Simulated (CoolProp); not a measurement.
500 sccm (0 °C, 1 atm) of nitrogen bubbles through liquid n-heptane at 292.7 K and leaves saturated at a total pressure of 0.0964 MPa (ideal gas phase). Each further row changes one setting.

Computed with CoolProp (reference Helmholtz-energy equation of state, Span 2003). It is a short technical equation, of lower accuracy than the large ones.

```csv
case,vapour pressure (kPa),mole fraction of vapour,delivery (mg/min),delivery (sccm),change of delivery for a bath 1 K warmer (%)
as stated,4.61,0.0479,112,25.1,?
bath temperature 297.7 K,5.96,?,?,?,5.5
total pressure 0.193 MPa,4.61,0.0239,54.7,12.2,5.5
```

Question: What belongs in the gaps?

Answer: 
- as stated, change of delivery for a bath 1 K warmer (%): 5.6
- bath temperature 297.7 K, mole fraction of vapour: 0.0618
- bath temperature 297.7 K, delivery (mg/min): 147
- bath temperature 297.7 K, delivery (sccm): 32.9
